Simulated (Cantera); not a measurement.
Cantera run, input and output.

```python
import numpy as np
import cantera as ct

gas = ct.Solution("gri30.yaml")
gas.TPX = 798, 460000, {'CO': 1, 'H2': 0.16, 'O2': 1.32, 'N2': 4.96, 'H2O': 0.041}
inlet = ct.Reservoir(gas, clone=True)
gas.equilibrate("HP")  # start burning
reactor = ct.IdealGasConstPressureReactor(gas, energy="on", clone=False)
exhaust = ct.Reservoir(gas, clone=True)
tau = [0.023, 0.011, 0.0047, 0.0021, 0.00096, 0.00043, 0.00019, 8.7e-05, 3.9e-05, 1.8e-05, 8e-06, 3.6e-06][0]
for a, b in ((inlet, reactor), (reactor, exhaust)):
    ct.MassFlowController(a, b, mdot=lambda t: reactor.mass / tau)
net = ct.ReactorNet([reactor])
show = ['CO', 'H2', 'O2', 'NO', 'OH', 'N2O', 'H2O2']

rows = []
print(f"{'tau/s':>10s}{'T/K':>9s}" + "".join(f"{s:>11s}" for s in show))
for tau in [0.023, 0.011, 0.0047, 0.0021, 0.00096, 0.00043, 0.00019, 8.7e-05, 3.9e-05, 1.8e-05, 8e-06, 3.6e-06]:
    net.initial_time = 0.0
    net.advance(30 * tau)
    before = gas.X
    net.advance(40 * tau)
    drift = np.max(np.abs(gas.X - before) / (gas.X + 1e-9))
    rows.append([gas.T, *gas[show].X, drift])
    print(f"{tau:10.3e}{gas.T:9.1f}" + "".join(f"{x:11.3e}" for x in gas[show].X))
```

It prints:

```
     tau/s      T/K         CO         H2         O2         NO         OH        N2O       H2O2
 2.300e-02   2008.3  1.223e-03  3.894e-05  1.072e-01  2.436e-04  1.072e-03  1.362e-06  6.312e-08
 1.100e-02   2001.6  1.912e-03  5.875e-05  1.074e-01  1.853e-04  1.294e-03  1.830e-06  8.071e-08
 4.700e-03   1988.7  3.250e-03  9.695e-05  1.078e-01  1.407e-04  1.626e-03  2.446e-06  1.120e-07
 2.100e-03   1968.7  5.365e-03  1.560e-04  1.084e-01  1.059e-04  2.002e-03  2.898e-06  1.564e-07
 9.600e-04   1938.2  8.650e-03  2.437e-04  1.095e-01  7.557e-05  2.393e-03  3.042e-06  2.203e-07
 4.300e-04   1889.9  1.397e-02  3.745e-04  1.113e-01  5.016e-05  2.750e-03  2.892e-06  3.221e-07
 1.900e-04   1813.1  2.278e-02  5.596e-04  1.146e-01  3.163e-05  2.922e-03  2.559e-06  5.059e-07
 8.700e-05   1687.2  3.857e-02  8.192e-04  1.214e-01  1.699e-05  2.599e-03  2.138e-06  9.263e-07
 3.900e-05    798.0  1.337e-01  2.139e-02  1.764e-01  2.114e-20  8.584e-14  2.628e-17  2.253e-15
 1.800e-05    798.0  1.337e-01  2.139e-02  1.764e-01 -6.476e-26  6.730e-14  9.815e-18  3.889e-16
 8.000e-06    798.0  1.337e-01  2.139e-02  1.764e-01  2.738e-27  4.498e-14  3.026e-18  5.362e-17
 3.600e-06    798.0  1.337e-01  2.139e-02  1.764e-01  4.228e-28  2.524e-14  8.140e-19  6.632e-18
```

Model: GRI-Mech 3.0 (53 species, 325 reactions), integrated in Cantera. The hydrogen kinetics of GRI-Mech 3.0 are dated; newer H2 mechanisms differ, most at raised pressure.
